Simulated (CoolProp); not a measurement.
Vapour-liquid equilibrium of propylene (1) + n-heptane (2) at 35.75 °C; x and y are mole fractions of (1).

Values from CoolProp's multi-fluid Helmholtz-energy mixture model, Lemmon 2013 and Span 2003; pair parameters Bell 2016.

| x | bubble pressure (kPa) | y at the bubble point | dew pressure at overall composition x (kPa) | liquid density (mol/L) |
|---|---|---|---|---|
| 0.05 | 74.22 | 0.865 | 10.72 | 6.868 |
| 0.125 | 184.0 | 0.947 | 11.64 | 7.146 |
| 0.2 | 304.3 | 0.969 | 12.73 | 7.441 |
| 0.275 | 428.5 | 0.979 | 14.04 | 7.753 |
| 0.35 | 551.2 | 0.984 | 15.66 | 8.083 |
| 0.425 | 668.7 | 0.988 | 17.69 | 8.432 |
| 0.5 | 779.1 | 0.990 | 20.32 | 8.801 |
| 0.575 | 882.5 | 0.992 | 23.88 | 9.190 |
| 0.65 | 980.5 | 0.993 | 28.95 | 9.598 |
| 0.725 | 1076 | 0.994 | 36.75 | 10.02 |
| 0.8 | 1174 | 0.996 | 50.31 | 10.46 |
| 0.875 | 1280 | 0.997 | 79.75 | 10.90 |
| 0.95 | 1401 | 0.999 | 192.9 | 11.32 |

No azeotrope shows between x = 0.05 and 0.95.

Pair parameters are fitted to limited data, so mixtures are less certain than the pure fluids. The gap from Raoult's law changes sign with composition, which may be real or a fault of the pair parameters; it wasn't checked against measurements.
